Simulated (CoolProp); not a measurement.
A single-stage vapour-compression cycle with n-perfluorobutane: evaporating at 312.15 K (dew point), condensing at 337.15 K (bubble point), superheat 10 K, subcooling 5 K, compressor efficiency 0.6, no pressure losses. Each further row changes one setting.

Values from CoolProp's reference Helmholtz-energy equation of state, Gao 2022.

```
case                              cooling COP  pressure ratio  discharge temperature (K)  refrigerating effect (kJ/kg)  volumetric capacity (kJ/m³)
--------------------------------  -----------  --------------  -------------------------  ----------------------------  ---------------------------
as stated                                6.44            1.94                      338.7                          67.9                         2800
evaporating temperature 317.15 K         8.59            1.69                      340.4                          71.8                         3410
condensing temperature 332.15 K          8.54            1.72                      335.4                          74.0                         3050
subcooling 10 K                          7.02            1.94                      338.7                          74.0                         3050
superheat 20 K                           6.93            1.94                      348.7                          77.2                         3040
compressor efficiency 0.5                5.37            1.94                      340.8                          67.9                         2800
```
